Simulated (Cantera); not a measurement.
An isothermal, constant-pressure homogeneous reactor starts with 6.57 % H2, 34.6 % O2, 58.8 % N2, equivalence ratio 0.095, at 1050 K and 3.08 Torr.

Cantera simulation using the H2/O2 subset of GRI-Mech 3.0, which has no nitrogen chemistry; the numbers are that mechanism's predictions, not measurements. Radical loss at walls, strong at low pressure, is not modelled. The temperature is held fixed by assumption; the heat of reaction is taken as removed at once.

x: mole fraction; the columns are a selection and need not sum to one.

```
t (s)         x H2   x O2     x HO2       x H    x H2O2
--------  --------  -----  --------  --------  --------
0.000200    0.0657  0.346  4.99e-11  4.62e-11    <1e-12
0.000659    0.0657  0.346  1.65e-10  1.53e-10    <1e-12
0.00217     0.0657  0.346  5.45e-10  9.06e-10    <1e-12
0.00717     0.0657  0.346   2.09e-9   7.76e-8  2.50e-12
0.0236      0.0258  0.325   8.73e-7    0.0188       [?]
0.0779     0.00206  0.311   9.31e-7    0.0200       [?]
0.257      0.00132  0.316   9.34e-7   0.00915       [?]
0.847     0.000323  0.322   7.49e-7   0.00101       [?]
2.79       2.77e-5  0.324   2.75e-7   2.50e-5       [?]
9.20       2.50e-6  0.324   4.94e-8   6.93e-7       [?]
30.3       3.59e-7  0.324   9.04e-9   3.88e-8       [?]
100        7.22e-8  0.324   2.06e-9   3.57e-9  8.03e-10
```

Some entries are withheld; supply them.


- 0.0236, x H2O2: 5.04e-8
- 0.0779, x H2O2: 1.76e-8
- 0.257, x H2O2: 2.26e-8
- 0.847, x H2O2: 2.97e-8
- 2.79, x H2O2: 2.17e-8
- 9.20, x H2O2: 8.16e-9
- 30.3, x H2O2: 2.58e-9
